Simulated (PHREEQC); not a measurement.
Make-up at 25 °C: 1 mol/kgw KH2PO4 and 0.095 mol/kgw KOH. Closed to the air; pH follows from the charge balance.

The numbers come from PHREEQC with the ion-association model, wateq4f.dat.

Q: The ionic strength comes out as 1.15 mol/kgw. What activity coefficients do H+, KHPO4-, K+, HPO4-2, H2PO4- get?

A: H+ 0.74, KHPO4- 0.65, K+ 0.59, HPO4-2 0.16, H2PO4- 0.65.

This is a speciation only: nothing precipitates in the calculation. The ionic strength is past about 0.7 mol/kgw, beyond the range of this activity model, so the values are rough. Species that the database lacks are ignored. H3PO4, which wateq4f.dat lacks, is added to it with the constant of phreeqc.dat.
